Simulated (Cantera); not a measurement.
Feed: 1 mol SiH2Cl2, 25 mol N2O, 0.1 mol H2, held at 1302 °C and 78000 Pa.

Cantera equilibrium calculation (NASA polynomials, part measured and part estimated; ideal gas, pure solids and liquids). Candidate condensed phases: H2O, NH4Cl, Si, SiO2, Si2N2O, Si3N4; 47 gas species. The tables hold silica as quartz up to 1696 K and as liquid above; real silica turns to tridymite and cristobalite and melts near 1996 K. Rates play no part.

Base state: N2 0.648, O2 0.293, HCl 0.0413, H2O 0.00787, Cl 0.00542, Cl2 0.00257, NO 0.00186, ClO 5.82e-5 (mole fractions); condensed: SiO2(β-quartz).

**Question.** What changes in the equilibrium state with this change: H2 from 0.1 to 2.3 mol?

**Answer.** 
```
species               before     after
-------------------  -------  --------
N2                     0.648     0.629
O2                     0.293     0.259
H2O                  0.00787    0.0595
HCl                   0.0413    0.0474
Cl2                  0.00257  0.000421
OH                   4.73e-5  0.000126
ClO                  5.82e-5   2.22e-5
SiO2(β-quartz), mol     1.00      1.00
```
Gases not in the tables: Si(OH)4.

**Question.** What changes in the equilibrium state with this change: temperature from 1302 °C to 1700 °C?

**Answer.** 
```
species                before     after
--------------------  -------  --------
N2                      0.648     0.642
O2                      0.293     0.287
HCl                    0.0413    0.0340
Cl                    0.00542    0.0166
H2O                   0.00787    0.0111
O                     6.57e-6  0.000329
OH                    4.73e-5  0.000686
SiO2(β-quartz), mol      1.00         0
SiO2(condensed), mol        0     1.000
```
